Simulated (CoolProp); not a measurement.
R236EA at 293.15 K and 1.63 MPa flows at 0.75 m/s in a round tube of 100 mm bore and 15 µm roughness, fully developed (64/Re and Nu = 3.66 if laminar; Colebrook and Gnielinski if turbulent). Each further row changes one setting.

The numbers come from the reference Helmholtz-energy equation of state, Rui 2013 in CoolProp.

```json
[
 {"case": "as stated", "Reynolds number": "257000", "Darcy friction factor": "0.0162", "pressure drop (Pa/m)": "65.9", "heat-transfer coefficient (W/(m² K))": "1140", "mass flow (kg/h)": "30700"},
 {"case": "velocity 1.5 m/s", "Reynolds number": "515000", "Darcy friction factor": "0.0149", "pressure drop (Pa/m)": "243", "heat-transfer coefficient (W/(m² K))": "2150", "mass flow (kg/h)": "61400"},
 {"case": "diameter 200 mm", "Reynolds number": "515000", "Darcy friction factor": "0.0141", "pressure drop (Pa/m)": "28.7", "heat-transfer coefficient (W/(m² K))": "1030", "mass flow (kg/h)": "123000"}
]
```

Viscosity comes from a separate model (Huber 2003), an estimate that may be off by 10 % or more. Thermal conductivity comes from a separate model (Huber 2003), an estimate that may be off by 10 % or more.
